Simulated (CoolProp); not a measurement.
Ethylbenzene along the isotherm 620 K: density (kg/m³) from the reference equation and from simpler models built on Tc = 617.1 K, pc = 3.622 MPa, ω = 0.304; each cubic takes its own stable root.

Model: reference Helmholtz-energy equation of state, Zhou 2012, in CoolProp.

| p (MPa) | phase | reference | ideal gas | van der Waals | Redlich-Kwong | Peng-Robinson |
|---|---|---|---|---|---|---|
| 0.139 | gas | 2.902 | 2.863 | 2.896 | 2.900 | 2.905 |
| 0.279 | gas | 5.909 | 5.746 | 5.881 | 5.901 | 5.919 |
| 0.418 | gas | 8.983 | 8.609 | 8.920 | 8.965 | 9.005 |
| 0.557 | gas | 12.15 | 11.47 | 12.04 | 12.12 | 12.19 |
| 0.697 | gas | 15.45 | 14.35 | 15.26 | 15.39 | 15.51 |
| 0.836 | gas | 18.83 | 17.22 | ___ | 18.75 | 18.92 |
| 0.975 | gas | 22.33 | 20.08 | 21.94 | 22.22 | 22.46 |
| 1.11 | gas | ___ | 22.86 | ___ | 25.71 | 26.03 |
| 1.25 | gas | 29.66 | 25.74 | 28.98 | 29.46 | 29.88 |
| 1.39 | gas | 33.62 | 28.63 | 32.74 | 33.36 | 33.89 |
| 1.53 | gas | 37.75 | 31.51 | 36.65 | 37.42 | 38.09 |
| 1.67 | gas | 42.09 | 34.39 | 40.71 | 41.67 | 42.48 |
| 1.81 | gas | 46.64 | 37.28 | 44.96 | 46.11 | 47.11 |

Q: What belongs in the gaps?

A: 
- 0.836, van der Waals: 18.55
- 1.11, reference: 25.86
- 1.11, van der Waals: 25.34
